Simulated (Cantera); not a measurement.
**Equilibrium for boron, boron nitride and boron oxide: BCl₃ + NH₃**

A closed system holds: 1 mol BCl₃, 21 mol NH₃.

Method: chemical equilibrium by Gibbs-energy minimisation in Cantera with the NASA 1993 tables (ideal gas, pure condensed phases). Candidate condensed phases: B, BN, NH₄Cl; 21 gas species. The tables' values for BCl₂ are old estimates. Rates play no part.

### Question
Map the stable condensed phases over T = 850, 950, 1050, 1150, 1250, 1350, 1450, 1550, 1650, 1750, 1850, 1950, 2050, 2150 °C and P in Pa = 10, 37, 140, 520, 1900, 7200, 27000, 100000.

### Answer
```
T in °C \ P in Pa
             10     37    140    520   1900   7200  27000 100000
   2150       A      A      A      A      A      A      B      B
   2050       A      A      A      A      A      B      B      B
   1950       A      A      A      A      A      B      B      B
   1850       A      A      A      A      B      B      B      B
   1750       A      A      A      B      B      B      B      B
   1650       A      A      B      B      B      B      B      B
   1550       B      B      B      B      B      B      B      B
   1450       B      B      B      B      B      B      B      B
   1350       B      B      B      B      B      B      B      B
   1250       B      B      B      B      B      B      B      B
   1150       B      B      B      B      B      B      B      B
   1050       B      B      B      B      B      B      B      B
    950       B      B      B      B      B      B      B      B
    850       B      B      B      B      B      B      B      B
```
A: gas only; B: BN.
